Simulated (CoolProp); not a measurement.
A Linde-Hampson liquefier for ethylene: isothermal reversible compression at 300 K from 1 atm to 25 MPa, throttling to 1 atm, return gas leaving the recuperator 5 K below the feed. Each further row changes one setting.

Values from CoolProp's reference Helmholtz-energy equation of state, Smukala 2000.

```tsv
case	liquid yield per pass	compression work (kJ/kg of gas)
as stated	(withheld)	386
high pressure 50 MPa	(withheld)	(withheld)
warm-end temperature 330 K	(withheld)	(withheld)
warm-end gap 10 K	(withheld)	386
```

Q: Fill in the missing entries.

A: 
- as stated, liquid yield per pass: 0.475
- high pressure 50 MPa, liquid yield per pass: 0.460
- high pressure 50 MPa, compression work (kJ/kg of gas): 441
- warm-end temperature 330 K, liquid yield per pass: 0.392
- warm-end temperature 330 K, compression work (kJ/kg of gas): 454
- warm-end gap 10 K, liquid yield per pass: 0.469
